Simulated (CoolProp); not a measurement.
The numbers come from the reference Helmholtz-energy equation of state, Akasaka 2024 in CoolProp.

**Question.** For R1132(E), give the phase and the cp (kJ/(kg K)), Joule-Thomson coefficient (K/MPa), isothermal compressibility (1/MPa), fugacity coefficient at 126.85 °C and 5690 kPa; 126.85 °C and 6500 kPa.

**Answer.** 
- 126.85 °C and 5690 kPa: supercritical; cp 1.60, Joule-Thomson coefficient 7.58, isothermal compressibility 0.250, fugacity coefficient 0.777
- 126.85 °C and 6500 kPa: supercritical; cp 1.76, Joule-Thomson coefficient 7.48, isothermal compressibility 0.236, fugacity coefficient 0.747
